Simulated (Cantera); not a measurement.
Standard-state values (1 bar) from the NASA 1993 polynomials, evaluated with Cantera. Values are per mole of reaction as written; species without (g) are pure solids or liquids, kept so even where they would boil at 1 bar.

Problem. Between 723 and 1723 K, where is each reaction favourable under standard conditions?
- 2 Cr + NH₃(g) → 3 H(g) + Cr₂N

Solution. 
- 2 Cr + NH₃(g) → 3 H(g) + Cr₂N: ΔG° is 442 kJ at 723 K and 218 kJ at 1723 K; it stays positive (K < 1). ΔH° is 619 kJ and ΔS° 233 J/K at 1723 K.
